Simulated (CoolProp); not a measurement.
Vapour-liquid equilibrium of cyclohexane (1) + o-xylene (2) at 28.65 °C; x and y are mole fractions of (1).

The numbers come from the multi-fluid Helmholtz-energy mixture model, Zhou 2014 and Zhou 2012; pair parameters Bell 2016 in CoolProp.

```tsv
x	bubble pressure, mixture model (MPa)	bubble pressure, Raoult's law (MPa)	y, mixture model	y, Raoult's law
0.05	0.002269	0.001817	0.535	0.421
0.15	0.004361	0.003238	0.781	0.709
0.25	___	0.004658	0.861	0.822
0.35	___	0.006079	___	0.882
0.45	0.009031	0.007499	0.925	0.919
0.55	___	0.008920	0.942	0.944
0.65	0.01131	0.01034	0.956	0.963
0.75	___	0.01176	0.968	0.976
0.85	___	0.01318	0.980	0.987
0.95	0.01467	0.01460	0.993	0.996
```

Q: What belongs in the gaps?

A: 
- 0.25, bubble pressure, mixture model (MPa): 0.006158
- 0.35, bubble pressure, mixture model (MPa): 0.007698
- 0.35, y, mixture model: 0.900
- 0.55, bubble pressure, mixture model (MPa): 0.01022
- 0.75, bubble pressure, mixture model (MPa): 0.01238
- 0.85, bubble pressure, mixture model (MPa): 0.01348

The largest gap from Raoult's law is +34.7 % in bubble pressure, at x = 0.15. No azeotrope shows between x = 0.05 and 0.95.

The pair parameters rest on a limited set of measurements; away from them the model extrapolates.
